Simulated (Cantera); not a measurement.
Input: 1 mol C3H8, 0.043 mol O2, 9.6 mol N2, equilibrated at 0.00450 bar.

These are equilibrium values from Cantera (NASA tables, ideal gas, pure condensed phases), not measurements of a reactor. Candidate condensed phases: C, C6H6, C7H8, C8H18, H2O; 169 gas species. Ions and electrons are included (thermal ionisation). Rates play no part. All values below are at 1727 °C.

Base state: N2 0.694, H2 0.280, H 0.0128, HCN 0.00650, CO 0.00624, HNC 0.000369, C2H2 (acetylene) 0.000215 (mole fractions); condensed: C(graphite).

Question: What changes in the equilibrium state with this change: pressure from 0.00450 bar to 98.0 bar?

Answer: 
| species | before | after |
|---|---|---|
| N2 | 0.694 | 0.700 |
| H2 | 0.280 | 0.282 |
| HCN | 0.00650 | 0.00656 |
| H | 0.0128 | 8.73e-5 |
| CH4 | 1.50e-7 | 0.00332 |
| CH3CN | 1.37e-9 | 3.03e-5 |
| NH3 | 1.12e-8 | 0.000247 |
| C2H4 | 1.83e-9 | 4.04e-5 |
| H2O | <1e-9 | 2.04e-5 |
| CH3 | 1.36e-7 | 2.03e-5 |
| C(graphite), mol | 2.81 | 2.77 |
The ideal-gas law is rough above about 30 bar.
